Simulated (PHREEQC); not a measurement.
Dissolve 0.0087 mol KOH per kg of water at 71 °C. Closed to the air; pH follows from the charge balance.

Computed with PHREEQC (ion-association model, wateq4f.dat).

Each row changes one thing in this solution. This is a speciation only: nothing precipitates in the calculation.

| case | pH | ionic strength (mol/kgw) |
|---|---|---|
| as made | 10.68 | 0.00870 |
| 0.0072 mol/kgw Cu(BF4)2 added | ? | 0.0287 |
| temperature from 71 to 40 °C | 11.44 | 0.00870 |
| 0.0011 mol/kgw H3PO4 added | ? | ? |
| KOH from 0.0087 to 0.087 mol/kgw | 11.61 | 0.0870 |
| KOH from 0.0087 to 0.00957 mol/kgw | 10.72 | 0.00957 |
| KOH from 0.0087 to 0.013 mol/kgw | 10.85 | 0.0130 |

**Question.** Some entries are withheld; supply them.

**Answer.** 
- 0.0072 mol/kgw Cu(BF4)2 added, pH: 3.82
- 0.0011 mol/kgw H3PO4 added, pH: 10.55
- 0.0011 mol/kgw H3PO4 added, ionic strength (mol/kgw): 0.00990

Constants without temperature data keep their 25 °C values here. Real BF4- forms and hydrolyses slowly; the run takes it at equilibrium.
